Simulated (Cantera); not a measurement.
An adiabatic, constant-volume homogeneous reactor starts with CH4 : O2 : N2 = 1 : 2 : 7.52 (molar parts), at 1025 K and 0.701 atm. Integrator tolerance rtol = 1e-08.

Computed with Cantera and GRI-Mech 3.0 (53 species, 325 reactions).

### Question
What does this change do: initial temperature 1025 to 1823 K?

### Answer
| quantity | before | after |
|---|---|---|
| temperature at 0.400 s | 1027 K | 2945 K |
| equilibrium temperature | 2749 K | 2945 K |
| x(CH4) at 0.400 s | 0.0948 (gas-phase equilibrium <1e-12) | <1e-12 (gas-phase equilibrium <1e-12) |
| x(O2) at 0.400 s | 0.190 (gas-phase equilibrium 0.0169) | 0.0245 (gas-phase equilibrium 0.0245) |
| x(H2O) at 0.400 s | 0.000179 (gas-phase equilibrium 0.156) | 0.125 (gas-phase equilibrium 0.125) |
| x(OH) at 0.400 s | 8.09e-10 (gas-phase equilibrium 0.0165) | 0.0293 (gas-phase equilibrium 0.0293) |
| x(CH2) at 0.400 s | <1e-12 (gas-phase equilibrium <1e-12) | <1e-12 (gas-phase equilibrium <1e-12) |
| time of steepest temperature rise | not reached | 0.128 ms |
